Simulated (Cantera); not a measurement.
A closed system holds: 1 mol Cr, 0.27 mol N2O, 68 mol N2, 0.035 mol O2, held at 0.000900 Torr.

These are equilibrium values from Cantera (NASA tables, ideal gas, pure condensed phases), not measurements of a reactor. Candidate condensed phases: Cr, CrN, Cr2N, Cr2O3; 14 gas species. Mutual solubility and eutectic melting of coexisting phases are not modelled. Equilibrium is a limit: real reactors are often held back by kinetics, nucleation or transport.

Task: Which condensed phases are stable at each of these points (T (K)): 773, 873, 973, 1073, 1173, 1273, 1373?

Result: 
```tsv
T (K)	condensed phases	Cr condensed (%)
773	CrN(s) + Cr2O3(s)	100.0
873	Cr2N(s) + Cr2O3(s)	100.0
973	Cr(s) + Cr2O3(s)	100.0
1073	Cr(s) + Cr2O3(s)	100.0
1173	Cr(s) + Cr2O3(s)	99.5
1273	Cr(s) + Cr2O3(s)	87.3
1373	Cr2O3(s)	22.7
```

At 773 K the condensed part is CrN(s) + Cr2O3(s). At 873 K the condensed part is Cr2N(s) + Cr2O3(s). From 973 K to 1273 K the condensed part is Cr(s) + Cr2O3(s). At 1373 K the condensed part is Cr2O3(s).
